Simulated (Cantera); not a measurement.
What does this Cantera script print?

```python
import numpy as np
import cantera as ct

gas_names = """
    H HNO HNO2 HNO3 HO2 H2 H2O H2O2 H2S H2SO4 N NH NH2 NH3 NH2OH NO NO2 NO3 N2 N2H2 N2H4 N2O O OH O2 O3
    S SH SN SO SO2 SO3 S2 S2O S8
""".split()
cond_names = """
    H2O(s) H2O(L) H2SO4(L) S(cr1) S(cr2) S(L)
""".split()


# ... load() reads the species with a 1 bar reference pressure and builds the phases ...
atoms = {
    'H2S': {'H': 2, 'S': 1},
    'O2': {'O': 2},
    'N2': {'N': 2},
    'H2O': {'H': 2, 'O': 1},
}
top_T = {}  # K; cautious upper limits of use, not melting points


# ... equilibrate(T, P, feed) seeds the gas with the atoms and calls Mixture.equilibrate('TP', solver="vcs", rtol=1e-11, max_steps=5000) ...
results = []
feed = {'H2S': 1, 'O2': 0.44, 'N2': 6.2, 'H2O': 0.14}  # mol
P = 1000  # Pa
for T in [1248, 1298, 1348, 1398, 1448, 1498, 1548, 1598, 1648, 1698, 1748, 1798, 1848, 1898]:
    mix = equilibrate(T, P, feed)
    results.append((T, P, feed, dict(zip(mix.species_names, mix.species_moles))))

top = {s: max(r[3][s] / sum(r[3][g] for g in gas_names) for r in results) for s in gas_names}
cols = sorted((s for s in top if top[s] > 1e-06), key=lambda s: -top[s])[:5]
seen = [c for c in cond_names if any(r[3].get(c, 0) > 1e-12 for r in results)]
print("log10 of partial pressures in bar; condensed amounts in mol")
print(f"{'T/K':>10s}" + "".join(f"{s[:9]:>10s}" for s in cols + seen))
for T, P, feed, n in results:
    ng = sum(n[g] for g in gas_names)
    print(f"{T:10.4g}" + "".join(f"{np.log10(max(n[s] / ng * P / 1e5, 1e-99)):10.3f}" for s in cols)
          + "".join(f"{n.get(c, 0):10.4g}" for c in seen))
```

Output:

```
log10 of partial pressures in bar; condensed amounts in mol
       T/K        N2       H2O        H2        S2       SO2
      1248    -2.102    -2.958    -3.590    -3.269    -4.010
      1298    -2.103    -2.970    -3.521    -3.270    -3.952
      1348    -2.103    -2.985    -3.461    -3.273    -3.896
      1398    -2.104    -3.000    -3.408    -3.278    -3.845
      1448    -2.105    -3.018    -3.362    -3.285    -3.797
      1498    -2.105    -3.036    -3.320    -3.292    -3.755
      1548    -2.106    -3.056    -3.282    -3.302    -3.717
      1598    -2.107    -3.077    -3.248    -3.313    -3.685
      1648    -2.107    -3.099    -3.218    -3.325    -3.657
      1698    -2.108    -3.121    -3.190    -3.339    -3.634
      1748    -2.109    -3.145    -3.165    -3.356    -3.615
      1798    -2.110    -3.170    -3.143    -3.374    -3.601
      1848    -2.111    -3.196    -3.124    -3.395    -3.591
      1898    -2.112    -3.222    -3.107    -3.420    -3.585
```

Equilibrium computed with Cantera from the NASA thermochemical tables; the gas is ideal and each condensed phase is pure. Gases not in the tables: S3 to S7.
